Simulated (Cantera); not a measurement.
An adiabatic, constant-pressure homogeneous reactor starts with 11.3 % C₃H₈, 24.5 % O₂, 64.3 % N₂, at 1175 K and 0.987 atm.

Model: GRI-Mech 3.0 (53 species, 325 reactions), integrated in Cantera. GRI-Mech 3.0 was tuned for natural gas; its chemistry of propane as a main component is partial and can be far from experiment.

Task: Predict: time of steepest temperature rise; temperature at 8.00 s; equilibrium temperature; x(O₂) at 8.00 s; x(HCN) at 8.00 s; x(NO) at 8.00 s; x(H₂) at 8.00 s.

Result: 
```
Property                                                             Value
---------------------------------  ---------------------------------------
time of steepest temperature rise                                  8.80 ms
temperature at 8.00 s                                               2321 K
equilibrium temperature                                             2321 K
x(O₂) at 8.00 s                    8.92e-7 (gas-phase equilibrium 8.92e-7)
x(HCN) at 8.00 s                   3.65e-7 (gas-phase equilibrium 3.65e-7)
x(NO) at 8.00 s                    2.55e-5 (gas-phase equilibrium 2.55e-5)
x(H₂) at 8.00 s                        0.222 (gas-phase equilibrium 0.222)
```
